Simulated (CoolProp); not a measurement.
Properties of R1233zd(E) along the isobar 12.1 MPa (Tc = 165.7 °C, pc = 3.583 MPa, ω = 0.304).

Model: reference Helmholtz-energy equation of state, Akasaka 2022, in CoolProp.

```csv
T (°C),phase,speed of sound (m/s),fugacity coefficient
-73.75,liquid,1138,6.725e-5
-64.15,liquid,1100,0.0001532
-54.65,liquid,1063,0.0003177
-45.15,liquid,1026,0.0006125
-35.65,liquid,989.5,0.001108
-26.15,liquid,953.3,0.001896
-16.65,liquid,?,0.003091
-7.05,liquid,882.4,0.004847
2.45,liquid,848.1,0.007281
11.95,liquid,814.5,0.01057
21.45,liquid,781.6,?
30.95,liquid,?,0.02039
40.45,liquid,?,?
50.05,liquid,686.4,0.03573
```

Question: What belongs in the gaps?

Answer: 
- -16.65, speed of sound (m/s): 917.7
- 21.45, fugacity coefficient: 0.01488
- 30.95, speed of sound (m/s): 749.3
- 40.45, speed of sound (m/s): 717.7
- 40.45, fugacity coefficient: 0.02726
